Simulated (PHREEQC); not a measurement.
Consider water at 25 °C with 0.11 mol/kgw NaBF4 and 0.0057 mol/kgw H2SO4. Closed to the air; pH follows from the charge balance.

The numbers come from PHREEQC with the ion-association model, phreeqc.dat.

Problem. The ionic strength comes out as 0.123 mol/kgw. What activity coefficients do HF2-, SO4-2, NaSO4-, BF4-, Na+ get?

Solution. HF2- 0.77, SO4-2 0.35, NaSO4- 0.78, BF4- 0.77, Na+ 0.77.

Precipitation was switched off in this run. Real BF4- forms and hydrolyses slowly; the run takes it at equilibrium.
